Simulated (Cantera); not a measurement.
A closed system holds: 1 mol SiH4, 7.7 mol NO, 9 mol N2, 6.1 mol CO2, equilibrated at 0.260 bar.

These are equilibrium values from Cantera (NASA tables, ideal gas, pure condensed phases), not measurements of a reactor. Candidate condensed phases: C, C6H6, C7H8, C8H18, H2O, Si, SiC, SiO2, Si2N2O, Si3N4; 151 gas species. The numbers say what is thermodynamically allowed, not how fast it happens.

x: gas mole fraction; n: condensed amount in mol.

```csv
T (K),x N2,x CO2,x H2O,x O2,x NO,x NO2,n SiO2(α-quartz),n SiO2(β-quartz)
573,0.564,0.268,0.0877,0.0811,4.57e-9,1.43e-8,1.00,0
623,0.564,0.268,0.0877,0.0811,2.13e-8,2.51e-8,1.00,0
673,0.564,0.268,0.0877,0.0811,7.89e-8,4.03e-8,1.00,0
723,0.564,0.268,0.0877,0.0811,?,?,1.00,0
773,0.564,0.268,0.0877,0.0811,6.52e-7,8.68e-8,1.00,0
823,0.564,0.268,0.0877,0.0811,1.55e-6,1.19e-7,1.00,0
873,0.564,0.268,0.0877,0.0811,3.32e-6,1.57e-7,0,1.00
923,0.564,0.268,0.0877,0.0811,?,?,0,1.00
973,0.564,0.268,0.0877,0.0811,1.21e-5,2.52e-7,0,1.00
1023,0.564,0.268,0.0877,0.0811,2.11e-5,3.08e-7,0,1.00
```

What belongs in the gaps?


- 723, x NO: 2.44e-7
- 723, x NO2: 6.07e-8
- 923, x NO: 6.57e-6
- 923, x NO2: 2.01e-7
